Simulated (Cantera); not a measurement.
Feed: 1 mol Ta(OEt)₅, a varied amount of CO₂, equilibrated at 10.0 mbar.

These are equilibrium values from Cantera (NASA tables, ideal gas, pure condensed phases), not measurements of a reactor. Candidate condensed phases: C, C₆H₆, C₇H₈, C₈H₁₈, H₂O, Ta, TaC, Ta₂O₅; 113 gas species. The feed counts by its element totals alone. Mutual solubility and eutectic melting of coexisting phases are not modelled. TaC: taken at fixed stoichiometry. Condensed phases not in the tables: Ta₂C, N, O or C dissolved in the metal. Equilibrium is a limit: real reactors are often held back by kinetics, nucleation or transport.

Problem. What condenses at these points (T in °C, n(CO₂) in mol): (2400, 8.8); (2275, 8.8); (2525, 2.6); (2450, 4.4); (2475, 8.8); (2425, 1.7); (2425, 3.5); (2275, 4.4)?

Solution. 
```csv
T (°C),n(CO₂) in mol,condensed phases,Ta condensed (%)
2400,8.8,gas only,0.0
2275,8.8,Ta₂O₅,13.4
2525,2.6,C + TaC,100.0
2450,4.4,Ta + TaC,99.0
2475,8.8,gas only,0.0
2425,1.7,C + TaC,100.0
2425,3.5,TaC,100.0
2275,4.4,Ta + TaC,99.3
```
